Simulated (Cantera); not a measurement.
An isothermal, constant-pressure homogeneous reactor starts with N₂O : N₂ = 1 : 0.74 (molar parts), at 1400 K and 0.0270 bar.

Model: GRI-Mech 3.0 (53 species, 325 reactions), integrated in Cantera. GRI-Mech 3.0 was tuned for natural gas; its chemistry of N2O as a main component is partial and can be far from experiment. Radical loss at walls, strong at low pressure, is not modelled. The temperature is held fixed by assumption; the heat of reaction is taken as removed at once.

x: mole fraction; the columns are a selection and need not sum to one.

```csv
t (s),x N₂O,x O,x NO₂,x NO,x O₂,x N₂
0.000600,0.575,2.41e-5,2.07e-11,1.94e-5,3.94e-5,0.425
0.00125,0.574,2.55e-5,1.39e-10,5.03e-5,0.000102,0.425
0.00262,0.574,2.56e-5,7.33e-10,0.000116,0.000236,0.426
0.00548,0.573,2.56e-5,…,…,…,0.426
0.0115,0.571,2.56e-5,…,…,…,0.427
0.0240,0.567,2.56e-5,5.97e-8,0.00113,0.00231,0.429
0.0501,0.559,2.56e-5,2.17e-7,0.00236,0.00481,0.434
0.105,0.543,2.56e-5,6.77e-7,0.00486,0.00989,0.442
0.219,0.511,2.56e-5,1.77e-6,0.00979,0.0200,0.460
0.458,0.450,2.55e-5,4.02e-6,0.0190,0.0388,0.492
0.957,0.349,2.55e-5,8.27e-6,0.0344,0.0702,0.546
2.00,0.212,2.53e-5,1.51e-5,0.0554,0.113,0.620
```

Q: What belongs in the gaps?

A: 
- 0.00548, x NO₂: 3.42e-9
- 0.00548, x NO: 0.000253
- 0.00548, x O₂: 0.000516
- 0.0115, x NO₂: 1.48e-8
- 0.0115, x NO: 0.000539
- 0.0115, x O₂: 0.00110
